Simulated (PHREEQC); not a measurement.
1 kg of water holding 12 mmol/kgw CaCl2 and 21 mmol/kgw KCl is evaporated at 25 °C; the solids stay in contact with the brine. CO2 from the air is kept out. The run lets Portlandite, Sylvite precipitate or redissolve, and no other solid.

All values are PHREEQC results (Pitzer model, pitzer.dat), not measurements.

```
water left (kg)  ionic strength  water activity  Sylvite (mol)  Ca in solution (mol/kgw)  Cl in solution (mol/kgw)  K in solution (mol/kgw)
---------------  --------------  --------------  -------------  ------------------------  ------------------------  -----------------------
1                        0.0570           0.999              0                    0.0120                    0.0450                   0.0210
0.5552                    0.103           0.998              0                    0.0216                    0.0811                   0.0378
0.3082                    0.185           0.996              0                    0.0389                     0.146                   0.0681
0.1711                    0.333           0.993              0                    0.0701                     0.263                    0.123
0.09502                   0.600           0.987              0                     0.126                     0.474                    0.221
0.05275                    1.08           0.976              0                     0.227                     0.853                    0.398
0.0293                     1.95           0.957              0                     0.410                      1.54                    0.717
0.01627                    3.50           0.917              0                     0.737                      2.77                     1.29
0.00903                    6.31           0.836              0                      1.33                      4.98                     2.33
0.005012                   9.42           0.740        0.00978                      2.39                      7.03                     2.24
```

Sylvite from water left = 0.006093 kg.

Complexes and solids missing from the database can't appear.
